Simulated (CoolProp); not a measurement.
Vapour-liquid equilibrium of CH2F2 (R32) (1) + R1234yf (2) at 271.3 K; x and y are mole fractions of (1).

Values from CoolProp's multi-fluid Helmholtz-energy mixture model, Tillner-Roth 1997 and Lemmon 2022; pair parameters Bell 2023.

```csv
x,"bubble pressure, mixture model (MPa)","bubble pressure, Raoult's law (MPa)","y, mixture model","y, Raoult's law"
0.05,0.3345,0.3200,0.146,0.120
0.15,0.4072,0.3669,0.356,0.313
0.25,0.4733,0.4139,0.496,0.463
0.35,0.5318,0.4608,0.596,0.582
0.45,0.5827,0.5078,0.673,0.679
0.55,0.6268,0.5547,0.736,0.759
0.65,0.6652,0.6017,0.791,0.828
0.75,0.6991,0.6486,0.844,0.886
0.85,0.7292,0.6956,0.900,0.936
0.95,0.7551,0.7425,0.963,0.980
```

The largest gap from Raoult's law is +15.4 % in bubble pressure, at x = 0.35. No azeotrope shows between x = 0.05 and 0.95.

The pair parameters rest on a limited set of measurements; away from them the model extrapolates.
